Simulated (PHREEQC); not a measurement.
1 kg of water holding 12 mmol/kgw MgCl2 and 98 mmol/kgw MgSO4 is evaporated at 75 °C; the solids stay in contact with the brine. The system is closed to CO2. Only these solids could form: Bischofite, Brucite, Epsomite, Hexahydrite, Kieserite, MgCl2_4H2O.

All values are PHREEQC results (Pitzer model, pitzer.dat), not measurements.

```
water left (kg)  ionic strength  water activity  Kieserite (mol)  Cl in solution (mol/kgw)  Mg in solution (mol/kgw)  S in solution (mol/kgw)
---------------  --------------  --------------  ---------------  ------------------------  ------------------------  -----------------------
1                         0.428           0.998                0                    0.0240                     0.110                   0.0980
0.8219                    0.521           0.997                0                    0.0292                     0.134                    0.119
0.6755                    0.634           0.996                0                    0.0355                     0.163                    0.145
0.4563                    0.938           0.995                0                    0.0526                     0.241                    0.215
0.375                      1.14           0.994                0                    0.0640                     0.293                        …
0.3082                     1.39           0.993                0                    0.0779                     0.357                    0.318
0.2533                     1.69               …                0                    0.0947                     0.434                    0.387
0.2082                     2.06           0.989                0                     0.115                         …                    0.471
0.1711                     2.50           0.987                0                     0.140                     0.643                    0.573
0.1156                     3.70           0.980                0                     0.208                     0.951                    0.848
0.09502                    4.50           0.976                0                     0.253                      1.16                        …
0.07809                    5.48           0.969                0                     0.307                      1.41                        …
0.06418                    6.67           0.960                0                     0.374                      1.71                     1.53
0.05275                    8.11           0.947                0                     0.455                      2.09                     1.86
0.04335                    9.87           0.929                0                     0.554                      2.54                     2.26
0.0293                     14.6           0.860                0                     0.819                      3.75                     3.34
0.02407                    17.8           0.801                0                     0.997                      4.57                     4.07
0.01941                    17.8           0.792                …                      1.24                      4.60                     3.98
0.01557                    17.5           0.786           0.0390                      1.54                      4.56                     3.79
0.0124                     17.1           0.779           0.0541                      1.94                      4.51                     3.54
0.009797                   16.6           0.768           0.0664                      2.45                      4.45                     3.23
0.0059                     15.1           0.730           0.0847                      4.07                      4.28                     2.25
0.004452                   14.3           0.691           0.0911                      5.39                         …                     1.54
0.003294                   14.1           0.615           0.0954                      7.29                      4.43                    0.791
```

Question: Complete the blanks.

Answer: 
- 0.375, S in solution (mol/kgw): 0.261
- 0.2533, water activity: 0.991
- 0.2082, Mg in solution (mol/kgw): 0.528
- 0.09502, S in solution (mol/kgw): 1.03
- 0.07809, S in solution (mol/kgw): 1.25
- 0.01941, Kieserite (mol): 0.0208
- 0.004452, Mg in solution (mol/kgw): 4.24

Complexes and solids missing from the database can't appear. Constants without temperature data keep their 25 °C values here.
